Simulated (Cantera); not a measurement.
A Cantera script and its output.

```python
import numpy as np
import cantera as ct

gas = ct.Solution("gri30.yaml")


def delay(T, t_max=10):
    gas.TPX = T, 2700000, {'CH4': 1, 'O2': 1.11, 'N2': 4.18}
    reactor = ct.IdealGasConstPressureReactor(gas, clone=False)
    net = ct.ReactorNet([reactor])
    net.rtol, net.atol = 1e-8, 1e-16
    while net.time < t_max:
        t_old, T_old = net.time, reactor.T
        net.step()
        if reactor.T > T + 400:  # ignition: a rise of 400 K
            return t_old + (T + 400 - T_old) / (reactor.T - T_old) * (net.time - t_old)
    return np.nan


taus = []
for T in [1300, 1375, 1450, 1525, 1600, 1675, 1750, 1825, 1900]:
    taus.append(delay(T))
    print(f"T0 = {T:6g} K   tau = {taus[-1]:.4e} s")
```

It prints:

```
T0 =   1300 K   tau = 6.7067e-04 s
T0 =   1375 K   tau = 3.1363e-04 s
T0 =   1450 K   tau = 1.5338e-04 s
T0 =   1525 K   tau = 7.7720e-05 s
T0 =   1600 K   tau = 4.0593e-05 s
T0 =   1675 K   tau = 2.1842e-05 s
T0 =   1750 K   tau = 1.2148e-05 s
T0 =   1825 K   tau = 7.0189e-06 s
T0 =   1900 K   tau = 4.2314e-06 s
```

Cantera simulation using GRI-Mech 3.0 (53 species, 325 reactions); the numbers are that mechanism's predictions, not measurements. The pressure lies above the range GRI-Mech 3.0 was tuned for (to about 10 atm).
